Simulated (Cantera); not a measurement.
Cantera run, input and output.

```python
import numpy as np
import cantera as ct

gas = ct.Solution("gri30.yaml")
gas.TPX = 525, 500000, {'C2H6': 1, 'O2': 2.69, 'N2': 10.1, 'H2O': 1.5}
inlet = ct.Reservoir(gas, clone=True)
gas.equilibrate("HP")  # start burning
reactor = ct.IdealGasConstPressureReactor(gas, energy="on", clone=False)
exhaust = ct.Reservoir(gas, clone=True)
tau = [0.16, 0.075, 0.036, 0.017, 0.0082, 0.0039, 0.0019, 0.0009, 0.00043, 0.00021, 9.8e-05, 4.7e-05][0]
for a, b in ((inlet, reactor), (reactor, exhaust)):
    ct.MassFlowController(a, b, mdot=lambda t: reactor.mass / tau)
net = ct.ReactorNet([reactor])
show = ['C2H6', 'O2', 'H2O', 'C2H4', 'C2H', 'N2O', 'HCN']

rows = []
print(f"{'tau/s':>10s}{'T/K':>9s}" + "".join(f"{s:>11s}" for s in show))
for tau in [0.16, 0.075, 0.036, 0.017, 0.0082, 0.0039, 0.0019, 0.0009, 0.00043, 0.00021, 9.8e-05, 4.7e-05]:
    net.initial_time = 0.0
    net.advance(30 * tau)
    before = gas.X
    net.advance(40 * tau)
    drift = np.max(np.abs(gas.X - before) / (gas.X + 1e-9))
    rows.append([gas.T, *gas[show].X, drift])
    print(f"{tau:10.3e}{gas.T:9.1f}" + "".join(f"{x:11.3e}" for x in gas[show].X))
```

Result:

```
     tau/s      T/K       C2H6         O2        H2O       C2H4        C2H        N2O        HCN
 1.600e-01   2109.6  1.618e-07  3.412e-05  2.297e-01  3.909e-07  4.757e-09  6.474e-09  1.665e-06
 7.500e-02   2108.6  3.321e-07  6.077e-05  2.296e-01  8.058e-07  1.012e-08  8.619e-09  3.194e-06
 3.600e-02   2107.1  6.578e-07  1.051e-04  2.296e-01  1.593e-06  2.060e-08  1.191e-08  5.623e-06
 1.700e-02   2104.9  1.299e-06  1.807e-04  2.295e-01  3.105e-06  4.127e-08  1.707e-08  9.320e-06
 8.200e-03   2101.6  2.464e-06  2.996e-04  2.293e-01  5.730e-06  7.770e-08  2.446e-08  1.429e-05
 3.900e-03   2096.6  4.639e-06  4.952e-04  2.291e-01  1.033e-05  1.411e-07  3.491e-08  2.109e-05
 1.900e-03   2089.8  8.491e-06  8.074e-04  2.288e-01  1.792e-05  2.409e-07  4.794e-08  2.989e-05
 9.000e-04   2079.6  1.608e-05  1.368e-03  2.284e-01  3.202e-05  4.071e-07  6.380e-08  4.172e-05
 4.300e-04   2064.1  3.137e-05  2.390e-03  2.279e-01  5.944e-05  6.692e-07  7.876e-08  5.493e-05
 2.100e-04   2038.8  6.478e-05  4.371e-03  2.274e-01  1.199e-04  1.055e-06  8.532e-08  6.354e-05
 9.800e-05   1976.0  1.806e-04  9.908e-03  2.260e-01  3.456e-04  1.523e-06  7.397e-08  4.958e-05
 4.700e-05    525.0  6.540e-02  1.759e-01  9.810e-02  4.626e-16  2.243e-43  3.621e-21  9.437e-19
```

Computed with Cantera and GRI-Mech 3.0 (53 species, 325 reactions).
